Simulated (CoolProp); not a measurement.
Vapour-liquid equilibrium of R1234yf (1) + R1234ze(E) (2) at 0.794 bar; x and y are mole fractions of (1).

The numbers come from the multi-fluid Helmholtz-energy mixture model, Lemmon 2022 and Thol 2016; pair parameters Bell 2022 in CoolProp.

```
x     bubble temperature (K)  y at the bubble point  dew temperature at overall composition x (K)  liquid density (mol/L)
----  ----------------------  ---------------------  --------------------------------------------  ----------------------
0.05                   248.0                  0.080                                         248.3                   11.47
0.15                   246.6                  0.224                                         247.3                   11.45
0.25                   245.4                  0.349                                         246.4                   11.43
0.35                   244.3                  0.462                                         245.4                   11.40
0.45                   243.2                  0.564                                         244.4                   11.38
0.55                   242.3                  0.657                                         243.4                   11.35
0.65                   241.3                  0.744                                         242.3                   11.32
0.75                   240.4                  0.824                                         241.3                   11.29
0.85                   239.5                  0.899                                         240.1                   11.26
0.95                   238.7                  0.968                                         238.9                   11.22
```

No azeotrope shows between x = 0.05 and 0.95.

Pair parameters are fitted to limited data, so mixtures are less certain than the pure fluids.
